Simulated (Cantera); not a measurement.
A perfectly stirred reactor is fed with CH₄ : O₂ : N₂ = 1 : 1.54 : 5.78 (molar parts), equivalence ratio 1.3, at 7500 Torr; it is adiabatic with a 525 K inlet, and is followed from long to short residence time, starting on the burning branch (τ in s: 0.073, 0.032, 0.014, 0.0062, 0.0027, 0.0012, 0.00052, 0.00023, 9.9e-05, 4.3e-05).

Cantera simulation using GRI-Mech 3.0 (53 species, 325 reactions); the numbers are that mechanism's predictions, not measurements.

**Question.** Predict: blow-out, bracketed by the residence times tried; x(CH₄) at τ = 73.0 ms; x(O₂) at τ = 73.0 ms; x(OH) at τ = 73.0 ms; x(N₂O) at τ = 73.0 ms; x(HCN) at τ = 73.0 ms; x(CH₄) at τ = 1.20 ms; x(O₂) at τ = 1.20 ms; x(OH) at τ = 1.20 ms; x(N₂O) at τ = 1.20 ms; x(HCN) at τ = 1.20 ms.

**Answer.** 
```
Property                                                                      Result
------------------------------------------------  ----------------------------------
blow-out, bracketed by the residence times tried  burning at 99.0 µs, out at 43.0 µs
x(CH₄) at τ = 73.0 ms                                                        4.52e-5
x(O₂) at τ = 73.0 ms                                                         3.05e-5
x(OH) at τ = 73.0 ms                                                        0.000301
x(N₂O) at τ = 73.0 ms                                                        1.16e-8
x(HCN) at τ = 73.0 ms                                                        2.49e-6
x(CH₄) at τ = 1.20 ms                                                       0.000930
x(O₂) at τ = 1.20 ms                                                         0.00106
x(OH) at τ = 1.20 ms                                                        0.000470
x(N₂O) at τ = 1.20 ms                                                        6.61e-8
x(HCN) at τ = 1.20 ms                                                        7.56e-5
```
